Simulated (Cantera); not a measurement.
NO annealing gas

An isothermal, constant-pressure homogeneous reactor starts with NO : N2 = 1 : 2 (molar parts), at 1850 K and 760 Torr.

Detailed kinetics in Cantera: GRI-Mech 3.0 (53 species, 325 reactions).

```
t (s)        x NO     x NO2   x N2      x O      x O2
--------  -------  --------  -----  -------  --------
0.000100    0.333   2.86e-6  0.667  1.33e-6   2.46e-8
0.000398    0.333   1.51e-5  0.667  2.94e-6   3.43e-7
0.00158     0.333   6.47e-5  0.667  8.85e-6   1.10e-5
0.00631     0.333  0.000108  0.667  1.37e-5  0.000183
0.0251      0.331  0.000117  0.668  1.48e-5  0.000988
0.100       0.325  0.000145  0.671  1.83e-5   0.00416
0.398       0.301  0.000208  0.683  2.78e-5    0.0161
1.58        0.226  0.000265  0.720  4.60e-5    0.0532
6.31       0.0962  0.000165  0.785  6.68e-5     0.118
25.1       0.0165   3.26e-5  0.825  7.68e-5     0.158
100       0.00466   9.38e-6  0.831  7.81e-5     0.164
```
x: mole fraction; the columns are a selection and need not sum to one.

Equilibrium at this temperature and pressure: NO 0.00447, NO2 9.01e-6, N2 0.831, O 7.81e-5, O2 0.164 (gas phase only).
